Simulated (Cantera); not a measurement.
Cantera run, input and output.

```python
import numpy as np
import cantera as ct

gas = ct.Solution("gri30.yaml")
gas.TPX = 1300, 22000, {'CH4': 1, 'H2': 0.048, 'O2': 3.02, 'N2': 11.4}
reactor = ct.IdealGasReactor(gas, energy="on", clone=False)
net = ct.ReactorNet([reactor])
net.rtol, net.atol = 1e-08, 1e-16
show = ['CH4', 'H2', 'O2', 'HO2', 'CH2CO', 'CH3', 'H2O']
times = np.geomspace(2e-06, 0.5, 10)

steps = ct.SolutionArray(gas, extra=["t"])
rows = []
print(f"{'t/s':>10s}{'T/K':>9s}{'P/Pa':>11s}" + "".join(f"{s:>11s}" for s in show))
for t in times:
    while net.time < t:
        t_next = net.step()
        steps.append(gas.state, t=t_next)
    rows.append([np.interp(t, steps.t, y) for y in (steps.T, steps.P, *steps(*show).X.T)])
    print(f"{t:10.3e}{rows[-1][0]:9.1f}{rows[-1][1]:11.4g}" + "".join(f"{x:11.3e}" for x in rows[-1][2:]))
rate = np.gradient(steps.T, steps.t)
print("integrator steps:", len(steps.t))
if steps.T.max() > steps.T[0] + 200:
    print(f"time of steepest temperature rise: {steps.t[rate.argmax()]:.4e} s")
gas.TPX = 1300, 22000, {'CH4': 1, 'H2': 0.048, 'O2': 3.02, 'N2': 11.4}
gas.equilibrate("UV")
print(f"equilibrium (UV): T = {gas.T:.1f} K  " + "  ".join(f"{s} {gas[s].X[0]:.3e}" for s in show))
```

Output:

```
       t/s      T/K       P/Pa        CH4         H2         O2        HO2      CH2CO        CH3        H2O
 2.000e-06   1300.0    2.2e+04  6.465e-02  3.103e-03  1.952e-01  1.556e-09  2.233e-30  1.562e-09  4.823e-12
 7.958e-06   1300.0    2.2e+04  6.465e-02  3.103e-03  1.952e-01  6.189e-09  9.183e-27  6.574e-09  1.708e-10
 3.166e-05   1300.0    2.2e+04  6.465e-02  3.103e-03  1.952e-01  2.456e-08  2.965e-23  2.880e-08  2.267e-09
 1.260e-04   1300.0    2.2e+04  6.465e-02  3.103e-03  1.952e-01  9.657e-08  3.344e-20  1.239e-07  1.710e-08
 5.013e-04   1300.0    2.2e+04  6.465e-02  3.103e-03  1.952e-01  3.656e-07  4.576e-17  6.090e-07  1.946e-07
 1.995e-03   1300.0    2.2e+04  6.464e-02  3.103e-03  1.952e-01  1.124e-06  2.698e-13  5.433e-06  4.676e-06
 7.937e-03   1302.0  2.203e+04  6.424e-02  3.093e-03  1.950e-01  3.038e-06  3.052e-08  9.169e-05  3.302e-04
 3.158e-02   2579.4  4.458e+04  1.080e-17  5.935e-03  6.146e-02  6.026e-06  1.027e-19  1.311e-16  1.128e-01
 1.257e-01   2575.8  4.451e+04  1.073e-17  5.910e-03  6.008e-02  5.877e-06  1.003e-19  1.285e-16  1.131e-01
 5.000e-01   2575.8  4.451e+04  1.073e-17  5.910e-03  6.008e-02  5.877e-06  1.003e-19  1.285e-16  1.131e-01
integrator steps: 1975
time of steepest temperature rise: 1.8439e-02 s
equilibrium (UV): T = 2575.8 K  CH4 1.528e-17  H2 5.910e-03  O2 6.008e-02  HO2 5.877e-06  CH2CO 1.141e-19  CH3 1.830e-16  H2O 1.131e-01
```

Model: GRI-Mech 3.0 (53 species, 325 reactions), integrated in Cantera.
